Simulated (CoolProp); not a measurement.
Sulfur dioxide at 241.41 K and 0.0276 MPa is throttled through a valve to 0.00293 MPa with no heat exchange. Each further row changes one setting.

The numbers come from the reference Helmholtz-energy equation of state, Gao 2016 in CoolProp.

```json
[
 {"case": "as stated", "temperature change (K)": "-2.0", "final density (kg/m³)": "0.0944"},
 {"case": "outlet pressure 0.000879 MPa", "temperature change (K)": "___", "final density (kg/m³)": "___"},
 {"case": "outlet pressure 0.00381 MPa", "temperature change (K)": "___", "final density (kg/m³)": "___"}
]
```

Q: Complete the blanks.

A: 
- outlet pressure 0.000879 MPa, temperature change (K): -2.1
- outlet pressure 0.000879 MPa, final density (kg/m³): 0.0283
- outlet pressure 0.00381 MPa, temperature change (K): -1.9
- outlet pressure 0.00381 MPa, final density (kg/m³): 0.123
